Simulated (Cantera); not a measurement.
Input: 1 mol TEOS, 0.11 mol CO2, 160 mol N2, held at 1423.15 K and 0.100 bar.

Method: chemical equilibrium by Gibbs-energy minimisation in Cantera with the NASA 1993 tables (ideal gas, pure condensed phases). Candidate condensed phases: C, C6H6, C7H8, C8H18, H2O, Si, SiC, SiO2, Si2N2O, Si3N4; 151 gas species. The feed counts by its element totals alone. N2 is the only nitrogen source here; it is nearly inert below about 1500 K, so the nitride shown seldom forms there in practice. Equilibrium is a limit: real reactors are often held back by kinetics, nucleation or transport.

Base state: N2 0.921, H2 0.0577, CO 0.0215, HCN 0.000138 (mole fractions); condensed: C(graphite) + Si2N2O(s).

Question: What changes in the equilibrium state with this change: temperature from 1423.15 K to 648 K?

Answer: 
```csv
species,before,after
N2,0.921,0.943
H2,0.0577,0.0415
H2O,3.82e-7,0.00804
CO,0.0215,0.000703
HCN,0.000138,<1e-9
CO2,6.27e-8,0.00217
"C(graphite), mol",4.37,6.83
"Si2N2O(s), mol",0.500,0
"SiO2(α-quartz), mol",0,1.00
```
